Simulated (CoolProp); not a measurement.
Vapour-liquid equilibrium of n-heptane (1) + toluene (2) at 197 kPa; x and y are mole fractions of (1).

Model: multi-fluid Helmholtz-energy mixture model, Span 2003 and Lemmon 2006; pair parameters Bell 2016, in CoolProp.

```tsv
x	bubble temperature (°C)	y at the bubble point	dew temperature at overall composition x (°C)	liquid density (mol/L)
0.05	134.2	0.083	134.8	8.026
0.15	131.6	0.223	132.9	7.749
0.25	129.6	[?]	131.1	7.485
0.35	128.0	0.436	129.3	7.233
0.45	126.7	0.527	127.8	6.995
0.55	[?]	0.612	126.4	6.769
0.65	124.7	0.696	125.2	6.555
0.75	124.0	0.780	124.3	6.353
0.85	[?]	0.866	123.5	6.161
0.95	123.0	0.955	123.0	5.978
```

**Question.** Some entries are withheld; supply them.

**Answer.** 
- 0.25, y at the bubble point: 0.337
- 0.55, bubble temperature (°C): 125.6
- 0.85, bubble temperature (°C): 123.4

No azeotrope shows between x = 0.05 and 0.95.

The pair parameters rest on a limited set of measurements; away from them the model extrapolates.
